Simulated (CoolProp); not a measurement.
Vapour pressure (kPa) of water: the reference equation beside estimates from Tc = 373.9 °C, pc = 22060 kPa, ω = 0.344. Clausius-Clapeyron is anchored at 243.75 °C with a constant enthalpy of vaporisation of 31.47 kJ/mol.

Model: reference Helmholtz-energy equation of state, Wagner 2002, in CoolProp.

| T (°C) | reference | Clausius-Clapeyron | van der Waals | Redlich-Kwong | Soave-Redlich-Kwong | Peng-Robinson |
|---|---|---|---|---|---|---|
| 243.75 | 3573 | 3573 | 8400 | 5369 | 3661 | 3615 |
| 251.15 | 4054 | 3962 | 8968 | 5936 | 4159 | 4104 |
| 258.55 | 4583 | 4381 | 9560 | 6543 | 4706 | 4643 |
| 265.95 | 5163 | 4831 | 10180 | 7190 | 5306 | 5234 |
| 273.35 | 5797 | 5313 | 10820 | 7881 | 5961 | 5880 |
| 280.75 | 6489 | 5828 | 11480 | 8615 | 6674 | 6585 |
| 288.05 | 7233 | 6369 | 12160 | 9382 | 7439 | 7341 |
| 295.45 | 8051 | 6954 | 12880 | 10210 | 8278 | 8173 |
| 302.85 | 8938 | 7575 | 13620 | 11080 | 9186 | 9074 |
| 310.25 | 9899 | 8233 | 14380 | 12000 | 10170 | 10050 |
| 317.65 | 10940 | 8930 | 15170 | 12970 | 11220 | 11100 |

Absolute difference from the reference over all 11 rows, mean and median: Clausius-Clapeyron 9.8 and 10.2 %, van der Waals 80.9 and 76.9 %, Redlich-Kwong 33.4 and 32.8 %, Soave-Redlich-Kwong 2.7 and 2.8 %, Peng-Robinson 1.4 and 1.5 %.
